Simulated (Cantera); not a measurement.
A closed system holds: 1 mol SiH₂Cl₂, 0.8 mol Cl₂, 16 mol N₂, held at 602 °C and 13.3 mbar.

Equilibrium computed with Cantera from the NASA thermochemical tables; the gas is ideal and each condensed phase is pure. Candidate condensed phases: NH₄Cl, Si, Si₃N₄; 28 gas species. N₂ is the only nitrogen source here; it is nearly inert below about 1500 K, so the nitride shown seldom forms there in practice. Rates play no part.

Base state: N₂ 0.874, HCl 0.0821, SiCl₄ 0.0296, H₂ 0.0146, SiHCl₃ 1.16e-5 (mole fractions); condensed: Si₃N₄(s).

**Question.** What changes in the equilibrium state with this change: temperature from 602 °C to 925 °C?

**Answer.** 
```tsv
species	before	after
N₂	0.874	0.871
HCl	0.0821	0.0907
SiCl₄	0.0296	0.0264
H₂	0.0146	0.0102
SiCl₂	1.02e-8	0.000330
SiCl₃	2.28e-6	0.000993
SiHCl₃	1.16e-5	8.01e-5
Si₃N₄(s), mol	0.156	0.167
```
The tables' values for SiCl₃ are old estimates; treat these amounts as uncertain.

**Question.** What changes in the equilibrium state with this change: Cl₂ from 0.8 to 0.0074 mol?

**Answer.** 
```csv
species,before,after
N₂,0.874,0.894
HCl,0.0821,0.0749
H₂,0.0146,0.0204
SiCl₄,0.0296,0.0104
SiHCl₃,1.16e-5,6.21e-6
"Si₃N₄(s), mol",0.156,0.273
```
